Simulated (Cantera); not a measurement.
**Adiabatic ignition**

An adiabatic, constant-pressure homogeneous reactor starts with H₂ : O₂ : N₂ = 0.66 : 0.769 : 2.89 (molar parts), at 1248 K and 18800 Torr.

Model: the H2/O2 subset of GRI-Mech 3.0, which has no nitrogen chemistry, integrated in Cantera. The hydrogen kinetics of GRI-Mech 3.0 are dated; newer H2 mechanisms differ, most at raised pressure. The pressure lies above the range GRI-Mech 3.0 was tuned for (to about 10 atm).

```json
[
 {"t (s)": "1.00e-6", "T (K)": "1248", "x H₂": "0.153", "x O₂": "0.178", "x H": "5.78e-9", "x H₂O₂": "4.96e-9", "x HO₂": "3.12e-7"},
 {"t (s)": "2.70e-6", "T (K)": "1248", "x H₂": "0.153", "x O₂": "0.178", "x H": "7.19e-9", "x H₂O₂": "3.77e-8", "x HO₂": "9.12e-7"},
 {"t (s)": "7.28e-6", "T (K)": "1248", "x H₂": "0.153", "x O₂": "0.178", "x H": "1.33e-8", "x H₂O₂": "2.76e-7", "x HO₂": "2.94e-6"},
 {"t (s)": "1.96e-5", "T (K)": "1248", "x H₂": "0.153", "x O₂": "0.178", "x H": "6.22e-8", "x H₂O₂": "2.76e-6", "x HO₂": "1.52e-5"},
 {"t (s)": "5.29e-5", "T (K)": "1257", "x H₂": "0.151", "x O₂": "0.177", "x H": "3.50e-6", "x H₂O₂": "0.000223", "x HO₂": "0.000234"},
 {"t (s)": "0.000143", "T (K)": "2313", "x H₂": "0.000223", "x O₂": "0.109", "x H": "3.11e-5", "x H₂O₂": "1.23e-6", "x HO₂": "1.48e-5"},
 {"t (s)": "0.000385", "T (K)": "2313", "x H₂": "0.000223", "x O₂": "0.109", "x H": "3.11e-5", "x H₂O₂": "1.23e-6", "x HO₂": "1.48e-5"},
 {"t (s)": "0.00104", "T (K)": "2313", "x H₂": "0.000223", "x O₂": "0.109", "x H": "3.11e-5", "x H₂O₂": "1.23e-6", "x HO₂": "1.48e-5"},
 {"t (s)": "0.00280", "T (K)": "2313", "x H₂": "0.000223", "x O₂": "0.109", "x H": "3.11e-5", "x H₂O₂": "1.23e-6", "x HO₂": "1.48e-5"},
 {"t (s)": "0.00756", "T (K)": "2313", "x H₂": "0.000223", "x O₂": "0.109", "x H": "3.11e-5", "x H₂O₂": "1.23e-6", "x HO₂": "1.48e-5"},
 {"t (s)": "0.0204", "T (K)": "2313", "x H₂": "0.000223", "x O₂": "0.109", "x H": "3.11e-5", "x H₂O₂": "1.23e-6", "x HO₂": "1.48e-5"},
 {"t (s)": "0.0550", "T (K)": "2313", "x H₂": "0.000223", "x O₂": "0.109", "x H": "3.11e-5", "x H₂O₂": "1.23e-6", "x HO₂": "1.48e-5"},
 {"t (s)": "0.148", "T (K)": "2313", "x H₂": "0.000223", "x O₂": "0.109", "x H": "3.11e-5", "x H₂O₂": "1.23e-6", "x HO₂": "1.48e-5"},
 {"t (s)": "0.400", "T (K)": "2313", "x H₂": "0.000223", "x O₂": "0.109", "x H": "3.11e-5", "x H₂O₂": "1.23e-6", "x HO₂": "1.48e-5"}
]
```
x: mole fraction; the columns are a selection and need not sum to one.

```json
{
 "time_of_steepest_temperature_rise": "68.9 µs",
 "temperature at 0.400 s": "2313 K",
 "equilibrium_temperature": "2313 K",
 "x(H₂) at 0.400 s": "0.000223 (gas-phase equilibrium 0.000223)",
 "x(O₂) at 0.400 s": "0.109 (gas-phase equilibrium 0.109)",
 "x(H) at 0.400 s": "3.11e-5 (gas-phase equilibrium 3.11e-5)"
}
```
